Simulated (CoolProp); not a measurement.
The fluid at 293.15 K and 0.548 MPa expands adiabatically to 0.0579 MPa with isentropic efficiency 0.8. The same conditions are run with several fluids, on thermodynamics alone (safety and materials aside).

The numbers come from the reference Helmholtz-energy equation of state of each fluid (nitrogen: Span 2000; methane: Setzmann 1991; R13: Platzer 1990; R507A: Lemmon 2003; hydrogen chloride: Thol 2018) in CoolProp. The equations of Platzer and Polt are older, rougher fits. Blends and air are pseudo-pure fits.

### Question
Rank nitrogen, methane, R13, R507A, hydrogen chloride by work (kJ/kg), highest first.

### Answer
methane (209), nitrogen (115), hydrogen chloride (87.1), R507A (36.8), R13 (34.8)

```
fluid              final temperature (K)                       final phase  final density (kg/m³)
-----------------  ---------------------  --------------------------------  ---------------------
nitrogen                           181.6                               gas                   1.08
methane                            193.4                               gas                  0.580
R13                                228.5                               gas                   3.23
R507A                              237.8                               gas                   2.96
hydrogen chloride                  178.9  two-phase, vapour fraction 0.999                   1.45
```
